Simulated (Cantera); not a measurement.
A perfectly stirred reactor is fed with CH4 : C2H6 : O2 : N2 = 1 : 0.98 : 7.76 : 25.6 (molar parts), equivalence ratio 0.70, at 1600000 Pa; it is adiabatic with a 800 K inlet, and is followed from long to short residence time, starting on the burning branch (τ in s: 0.13, 0.052, 0.021, 0.0084, 0.0034, 0.0013, 0.00054, 0.00022, 8.7e-05, 3.5e-05).

Detailed kinetics in Cantera: GRI-Mech 3.0 (53 species, 325 reactions). The pressure lies above the range GRI-Mech 3.0 was tuned for (to about 10 atm).

x: mole fraction; the columns are a selection and need not sum to one.

```tsv
τ (s)	T (K)	x CH4	x C2H6	x O2	x NO2	x CH2O
0.13	2344	6.17e-8	?	0.0607	1.78e-5	1.94e-8
0.052	2346	1.52e-7	?	0.0612	1.56e-5	4.81e-8
0.021	2349	3.69e-7	?	0.0620	1.21e-5	1.18e-7
0.0084	2352	8.95e-7	?	0.0629	7.88e-6	2.89e-7
0.0034	2354	2.13e-6	?	0.0637	4.47e-6	6.97e-7
0.0013	2352	5.26e-6	?	0.0644	2.28e-6	1.74e-6
0.00054	2346	1.15e-5	?	0.0649	1.30e-6	3.85e-6
0.00022	2331	2.41e-5	?	0.0656	8.42e-7	8.17e-6
8.7e-5	2303	4.93e-5	?	0.0669	5.94e-7	1.69e-5
3.5e-5	2256	0.000101	?	0.0693	4.01e-7	3.46e-5
```

Q: Some entries are withheld; supply them.

A: 
- 0.13, x C2H6: 7.99e-9
- 0.052, x C2H6: 1.98e-8
- 0.021, x C2H6: 4.80e-8
- 0.0084, x C2H6: 1.17e-7
- 0.0034, x C2H6: 2.83e-7
- 0.0013, x C2H6: 7.23e-7
- 0.00054, x C2H6: 1.68e-6
- 0.00022, x C2H6: 3.89e-6
- 8.7e-5, x C2H6: 9.01e-6
- 3.5e-5, x C2H6: 2.05e-5
